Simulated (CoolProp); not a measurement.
Octamethyltrisiloxane (MDM) along the isobar 0.101 MPa: density (kg/m³) from the reference equation and from simpler models built on Tc = 565.4 K, pc = 1.438 MPa, ω = 0.528; each cubic takes its own stable root.

Values from CoolProp's reference Helmholtz-energy equation of state, Thol 2017.

```tsv
T (K)	phase	reference	van der Waals	Redlich-Kwong	Soave-Redlich-Kwong
336.2	liquid	776.6	9.233	659.5	702.6
356	liquid	755.6	___	640.7	686.6
375.8	liquid	___	8.107	620.5	___
395.6	liquid	711.5	7.648	7.798	___
415.3	liquid	688.1	7.243	7.357	627.6
435.1	gas	7.083	6.880	6.966	7.048
454.9	gas	6.695	6.552	6.619	6.677
474.7	gas	6.356	6.256	___	6.348
494.4	gas	6.057	5.988	6.029	6.055
```

### Question
What belongs in the gaps?

### Answer

- 356, van der Waals: 8.630
- 375.8, reference: 734.0
- 375.8, Soave-Redlich-Kwong: 669.0
- 395.6, Soave-Redlich-Kwong: 649.4
- 474.7, Redlich-Kwong: 6.308

At some of these states van der Waals, Redlich-Kwong gives the other phase, because its saturation line lies elsewhere.
